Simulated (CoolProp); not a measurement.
Properties of o-xylene along the isobar 1.01 bar.

Values from CoolProp's reference Helmholtz-energy equation of state, Zhou 2012.

```csv
T (K),phase,speed of sound (m/s),isothermal compressibility (1/MPa),expansivity (1/kK)
540.7,gas,206.5,10.08,1.964
547.3,gas,207.9,10.07,1.934
553.9,gas,209.2,10.06,1.906
560.5,gas,210.5,10.05,1.878
567.1,gas,211.8,10.05,1.852
573.7,gas,213.1,10.04,1.827
580.3,gas,214.4,10.04,1.802
587,gas,215.7,10.03,1.778
593.6,gas,217.0,10.03,1.755
600.2,gas,218.3,10.02,1.733
606.8,gas,219.5,10.02,1.711
613.4,gas,220.8,10.01,1.690
620,gas,222.0,10.01,1.670
```
